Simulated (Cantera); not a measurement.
What does this Cantera script print?

```python
import numpy as np
import cantera as ct

gas_names = """
    CL CL2 H HCL H2 N NH NH2 NH3 N2 N2H2 N2H4 Si SiCL SiCL2 SiCL3 SiCL4 SiH SiHCL3 SiH2 SiH2CL2 SiH3
    SiH3CL SiH4 SiN Si2 Si2N Si3
""".split()
cond_names = """
    NH4CL(a) NH4CL(b) Si(cr) Si(L) Si3N4(a)
""".split()


def load(file, names, dense=False):
    # The tables refer to 1 bar. Condensed volumes are neglected.
    table = {s.name: s for s in ct.Species.list_from_file(file)}
    out = []
    for n in names:
        d = dict(table[n].input_data)
        d["thermo"] = dict(d["thermo"], **{"reference-pressure": 1e5})
        if dense:
            d["equation-of-state"] = {"model": "constant-volume", "density": "1e6 g/cm^3"}
        out.append(ct.Species.from_dict(d))
    return out


gas = ct.Solution(thermo="ideal-gas", species=load("nasa_gas.yaml", gas_names))
cond = {s.name: ct.Solution(thermo="fixed-stoichiometry", species=[s], name=s.name)
        for s in load("nasa_condensed.yaml", cond_names, dense=True)}
atoms = {
    'Si2H6': {'Si': 2, 'H': 6},
    'HCl': {'H': 1, 'CL': 1},
    'N2': {'N': 2},
    'Cl2': {'CL': 2},
}
top_T = {'Si3N4(a)': 2400}  # K; cautious upper limits of use, not melting points


def equilibrate(T, P, feed):
    n = {}
    for name, mol in feed.items():
        for a, k in atoms[name].items():
            n[a] = n.get(a, 0.0) + k * mol
    gas.TPX = T, P, n
    mass = sum(n.values()) * gas.mean_molecular_weight
    gas.equilibrate("TP")
    valid = [c for c in cond.values() if c.min_temp <= T <= top_T.get(c.name, c.max_temp)]
    mix = ct.Mixture([(gas, mass / gas.mean_molecular_weight)] + [(c, 0.0) for c in valid])
    mix.T, mix.P = T, P
    mix.equilibrate("TP", solver="vcs", rtol=1e-11, max_steps=5000)
    return mix


results = []
feed = {'Si2H6': 1, 'HCl': 0.046, 'N2': 30, 'Cl2': 0.51}  # mol
T = 850  # K
P = 450  # Pa
mix = equilibrate(T, P, feed)
results.append((T, P, feed, dict(zip(mix.species_names, mix.species_moles))))
print(gas.report(threshold=1e-05))
for i in range(1, mix.n_phases):
    print(f"{mix.phase(i).name:16s} {mix.phase_moles(i):12.5e} mol")
```

Result:

```
       temperature   850 K
          pressure   450 Pa
           density   0.0016737 kg/m^3
  mean mol. weight   26.286 kg/kmol
   phase of matter   gas

                          1 kg             1 kmol
                     ---------------   ---------------
          enthalpy        5.1446e+05        1.3523e+07  J
   internal energy        2.4559e+05        6.4556e+06  J
           entropy             10134        2.6639e+05  J/K
    Gibbs function       -8.0997e+06       -2.1291e+08  J
 heat capacity c_p            1202.1             31598  J/K
 heat capacity c_v            885.78             23283  J/K

                      mass frac. Y      mole frac. X     chem. pot. / RT
                     ---------------   ---------------   ---------------
               HCL          0.045763          0.032995            -45.76
                H2         0.0059301          0.077319            -25.08
                N2           0.94816           0.88966           -29.981
             SiCL4        0.00014176        2.1933e-05           -154.39
     [  +24 minor]        5.9205e-07        2.6323e-07

Si(cr)            0.00000e+00 mol
Si3N4(a)          6.66430e-01 mol
```

These are equilibrium values from Cantera (NASA tables, ideal gas, pure condensed phases), not measurements of a reactor. The feed counts by its element totals alone. N2 is the only nitrogen source here; it is nearly inert below about 1500 K, so the nitride shown seldom forms there in practice.
